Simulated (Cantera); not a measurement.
Input: 1 mol Si, 0.93 mol Cl2, 3.8 mol H2, equilibrated at 1 atm.

Method: chemical equilibrium by Gibbs-energy minimisation in Cantera with the NASA 1993 tables (ideal gas, pure condensed phases). Candidate condensed phases: Si; 19 gas species. Rates play no part.

Over these rows the condensed part is Si(s). Partial pressures as log10 of bar:

```tsv
T (K)	1000/T (1/K)	log p SiCl2	log p H2	log p SiCl4	log p SiHCl3	log p HCl
898	1.1136	-4.61	-0.05	-1.13	-1.34	-2.39
948	1.0549	?	-0.05	-1.13	-1.35	-2.18
998	1.0020	-3.69	-0.05	-1.13	-1.36	-1.98
1048	0.9542	-3.30	-0.06	-1.14	-1.37	-1.81
1098	0.9107	-2.95	-0.06	-1.15	-1.39	-1.66
1148	0.8711	-2.63	-0.06	-1.17	-1.41	-1.52
```

Problem. Fit log p(SiCl2) = a + b·(1000/T) to the five rows, give the apparent enthalpy, and predict the row at 948 K.

Solution. Means: 1000/T = 0.9703, log p = -3.436. Sxy = -0.287396, Sxx = 0.0351918, so b = -8.17 and a = -3.436 − (-8.17)×0.9703 = 4.49.
Apparent enthalpy: −19.145 × (-8.17) = 156 kJ/mol. With the condensed phases at unit activity, 1/2 Si(s) + 1/2 SiCl4(g) = SiCl2(g) links this pressure to the main gases: over the six rows their terms move log p by -0.02 in all, so the slope is close to that reaction's ΔH°. The five rows lie within 0.01 of the line.
Prediction at 948 K: 4.49 + (-8.17)×1.0549 = -4.13. The computed value is -4.12, 0.01 from the line.
